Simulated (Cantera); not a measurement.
A freely propagating, adiabatic, planar premixed flame of H2 : O2 : N2 = 1 : 0.167 : 0.627 (molar parts), equivalence ratio 3.0, unburnt at 600 K and 0.158 atm; mixture-averaged transport, grid criteria slope 0.08 and curve 0.16, no radiation.

Cantera simulation using the H2/O2 subset of GRI-Mech 3.0, which has no nitrogen chemistry; the numbers are that mechanism's predictions, not measurements. Burning velocities carry a grid error of a few per cent, more on coarse grids.

Problem. How do the results move with these cheaper or finer settings: unity-Lewis-number transport; multicomponent transport; multicomponent+Soret transport; grid criteria slope 0.5, curve 1; grid criteria slope 0.25, curve 0.5; grid criteria slope 0.03, curve 0.06?

Solution. 
| setting | laminar burning velocity | thermal thickness | peak x(O) | peak x(H2O2) | grid points |
|---|---|---|---|---|---|
| as above | 636 cm/s | 5.31 mm | 0.00224 | 5.11e-7 | 143 |
| unity-Lewis-number transport | 389 cm/s | 4.79 mm | 0.00145 | 4.69e-7 | 139 |
| multicomponent transport | 618 cm/s | 5.37 mm | 0.00216 | 5.24e-7 | 143 |
| multicomponent+Soret transport | 604 cm/s | 5.30 mm | 0.00216 | 5.47e-7 | 144 |
| grid criteria slope 0.5, curve 1 | 765 cm/s | 8.00 mm | 0.00180 | 6.33e-7 | 54 |
| grid criteria slope 0.25, curve 0.5 | 681 cm/s | 6.06 mm | 0.00211 | 5.15e-7 | 79 |
| grid criteria slope 0.03, curve 0.06 | 621 cm/s | 5.07 mm | 0.00228 | 5.19e-7 | 330 |
The base run took roughly 1.6 core-seconds.
Unity Lewis numbers drop preferential diffusion, which matters most where H2 and H carry the flame; Soret adds thermal diffusion.
